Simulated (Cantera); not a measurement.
Charge: 1 mol BN, 0.22 mol H₂O, 64 mol H₂, 16 mol HCl, at 1.00 bar.

Cantera equilibrium calculation (NASA polynomials, part measured and part estimated; ideal gas, pure solids and liquids). Candidate condensed phases: B, BN, B₂O₃, B₃O₃H₃, H₂O, NH₄Cl; 49 gas species. Mutual solubility and eutectic melting of coexisting phases are not modelled. Gases not in the tables: H₃BO₃, BHCl₂. Kinetics and transport are ignored.

### Question
Which condensed phases are stable at each of these points (T (K)): 1325, 1350, 1375, 1400, 1425, 1450, 1475, 1500, 1525, 1550, 1575?

### Answer
```tsv
T (K)	condensed phases	B condensed (%)
1325	BN(s) + B₂O₃(l)	98.5
1350	BN(s) + B₂O₃(l)	98.0
1375	BN(s) + B₂O₃(l)	97.3
1400	BN(s) + B₂O₃(l)	96.3
1425	BN(s) + B₂O₃(l)	95.1
1450	BN(s) + B₂O₃(l)	93.4
1475	BN(s) + B₂O₃(l)	91.2
1500	BN(s) + B₂O₃(l)	88.3
1525	BN(s)	86.4
1550	BN(s)	85.5
1575	BN(s)	84.4
```

From 1325 K to 1500 K the condensed part is BN(s) + B₂O₃(l). From 1525 K to 1575 K the condensed part is BN(s). The share of B in condensed phases is highest at 1325 K (98.5 %) and lowest at 1575 K (84.4 %).
